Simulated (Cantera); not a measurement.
## Equilibrium for hydrogen reduction and annealing atmospheres: Cr₂O₃ + H₂

Input: 1 mol Cr₂O₃, 200 mol H₂, equilibrated at 10000 Pa.

These are equilibrium values from Cantera (NASA tables, ideal gas, pure condensed phases), not measurements of a reactor. Candidate condensed phases: Cr, Cr₂O₃, H₂O; 13 gas species. Mutual solubility and eutectic melting of coexisting phases are not modelled. Equilibrium is a limit: real reactors are often held back by kinetics, nucleation or transport.

| T (K) | x H₂ | x H₂O | x Cr | x H | x CrO | x OH | x CrO₂ | n Cr(s) | n Cr₂O₃(s) |
|---|---|---|---|---|---|---|---|---|---|
| 925 | 1.000 | 2.39e-6 | <1e-12 | 8.23e-10 | <1e-12 | <1e-12 | <1e-12 | 0.000318 | 1.000 |
| 1025 | 1.000 | 1.20e-5 | 2.93e-12 | 1.38e-8 | <1e-12 | <1e-12 | <1e-12 | 0.00159 | 0.999 |
| 1125 | 1.000 | 4.45e-5 | 1.74e-10 | 1.41e-7 | <1e-12 | <1e-12 | <1e-12 | 0.00593 | 0.997 |
| 1225 | 1.000 | 0.000133 | 5.25e-9 | 9.85e-7 | <1e-12 | 1.19e-12 | <1e-12 | 0.0177 | 0.991 |
| 1325 | 1.000 | 0.000334 | 9.37e-8 | 5.17e-6 | 6.52e-12 | 2.52e-11 | <1e-12 | 0.0445 | 0.978 |
| 1425 | 0.999 | 0.000735 | 1.10e-6 | 2.16e-5 | 2.16e-10 | 3.47e-10 | <1e-12 | 0.0978 | 0.951 |
| 1525 | 0.998 | 0.00146 | 9.33e-6 | 7.48e-5 | 4.49e-9 | 3.38e-9 | 2.93e-12 | 0.192 | 0.903 |
| 1625 | 0.997 | 0.00265 | 6.00e-5 | 0.000223 | 6.34e-8 | 2.49e-8 | 7.11e-11 | 0.342 | 0.823 |
| 1725 | 0.995 | 0.00450 | 0.000308 | 0.000586 | 6.53e-7 | 1.46e-7 | 1.18e-9 | 0.538 | 0.700 |
| 1825 | 0.990 | 0.00719 | 0.00131 | 0.00139 | 5.17e-6 | 7.03e-7 | 1.44e-8 | 0.697 | 0.520 |
| 1925 | 0.981 | 0.0109 | 0.00476 | 0.00299 | 3.27e-5 | 2.87e-6 | 1.34e-7 | 0.502 | 0.266 |
| 2025 | 0.969 | 0.0147 | 0.00977 | 0.00599 | 0.000103 | 9.49e-6 | 5.57e-7 | 0 | 0 |
x: gas mole fraction; n: condensed amount in mol.

From 925 K to 1925 K the condensed part is Cr(s) + Cr₂O₃(s). At 2025 K nothing is condensed.
